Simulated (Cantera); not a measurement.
A closed system holds: 1 mol SiCl4, 0.12 mol NH3, 4.6 mol N2, at 898.15 K and 930 Pa.

Cantera equilibrium calculation (NASA polynomials, part measured and part estimated; ideal gas, pure solids and liquids). Candidate condensed phases: NH4Cl, Si, Si3N4; 28 gas species. The tables' values for SiCl3 are old estimates; treat these amounts as uncertain. Rates play no part.

Base state: N2 0.785, SiCl4 0.156, HCl 0.0559, H2 0.00271, SiHCl3 2.12e-5, SiCl3 1.70e-5 (mole fractions); condensed: Si3N4(s).

Task: What changes in the equilibrium state with this change: temperature from 898.15 K to 1075 K?

Result: 
```json
[
 {"species": "N2", "before": "0.785", "after": "0.784"},
 {"species": "SiCl4", "before": "0.156", "after": "0.155"},
 {"species": "HCl", "before": "0.0559", "after": "0.0573"},
 {"species": "H2", "before": "0.00271", "after": "0.00198"},
 {"species": "SiCl2", "before": "8.94e-8", "after": "4.47e-5"},
 {"species": "SiCl3", "before": "1.70e-5", "after": "0.000662"},
 {"species": "SiHCl3", "before": "2.12e-5", "after": "6.67e-5"},
 {"species": "Si3N4(s), mol", "before": "0.0273", "after": "0.0276"}
]
```
